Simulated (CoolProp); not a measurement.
Vapour-liquid equilibrium of R114 (1) + n-pentane (2) at 40.35 °C; x and y are mole fractions of (1).

The numbers come from the multi-fluid Helmholtz-energy mixture model, Platzer 1990 and Thol 2019; pair parameters Bell 2016 in CoolProp. This equation is an older, rougher fit; its heat capacities, sound speeds and derivatives of the liquid may be far off and weren't checked against measurements.

**Question.** Give the bubble pressure and the first vapour's composition at x = 0.05, 0.55, 0.75. Is there an azeotrope?

**Answer.** x = 0.05: 0.1377 MPa, y = 0.184; x = 0.55: 0.2723 MPa, y = 0.760; x = 0.75: 0.3060 MPa, y = 0.860. No azeotrope shows between x = 0.05 and 0.95.

Pair parameters are fitted to limited data, so mixtures are less certain than the pure fluids.
